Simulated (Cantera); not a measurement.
A diamond (100) surface in a fixed gas of H2 with x(CH4) = 0.0076, x(H) = 0.01, at 1375 K, 6100 Pa; coverages are run to steady state.

Detailed kinetics in Cantera: the Harris–Goodwin 1993 mechanism for the reconstructed diamond (100) surface.

One state of this run: growth (µm/h) = 19.2; θ c6HH = 0.343; θ c6H* = 0.0570; θ c6*H = 0.540; θ c6** = 0.0563; θ c6HM = 0.000848. θ: site fractions in the mechanism's names (c6HH fully hydrogenated, c6H* and c6*H radical sites, c6** diradical, c6HM methylated).

Q: Which value of x(CH3) does it belong to?
A) 0.0012
B) 5.9e-05
C) 2.8e-06
D) 0.0034

A: A, 0.0012
